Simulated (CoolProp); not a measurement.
Vapour-liquid equilibrium of ethanol (1) + n-octane (2) at 449.6 K; x and y are mole fractions of (1).

The numbers come from the multi-fluid Helmholtz-energy mixture model, Schroeder 2014 and Beckmüller 2019; pair parameters Bell 2016 in CoolProp.

Give the bubble pressure and the first vapour's composition at x = 0.25, 0.55, 0.65. Is there an azeotrope?

x = 0.25: 1.098 MPa, y = 0.680; x = 0.55: 1.442 MPa, y = 0.789; x = 0.65: 1.533 MPa, y = 0.823. No azeotrope shows between x = 0.05 and 0.95.

Pair parameters are fitted to limited data, so mixtures are less certain than the pure fluids. With so large a gap from Raoult's law the liquid may split in two, which this calculation doesn't test in full.
